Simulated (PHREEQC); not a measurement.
Dissolve 0.014 mol/kgw Cu(BF4)2, 0.014 mol/kgw HCl and 3.5e-05 mol/kgw Na2SO4 at 50 °C. Closed to the air; pH follows from the charge balance.

Computed with PHREEQC (ion-association model, wateq4f.dat).

Task: The ionic strength comes out as 0.0527 mol/kgw. What activity coefficients do Cu+2, H+, BF2(OH)2-, Na+, HF2- get?

Result: Cu+2 0.46, H+ 0.85, BF2(OH)2- 0.79, Na+ 0.81, HF2- 0.80.

No solid was allowed to form. Species that the database lacks are ignored. Away from 25 °C the constants follow the database's enthalpies or fits; those with neither stay at their 25 °C values. Real BF4- forms and hydrolyses slowly; the run takes it at equilibrium.
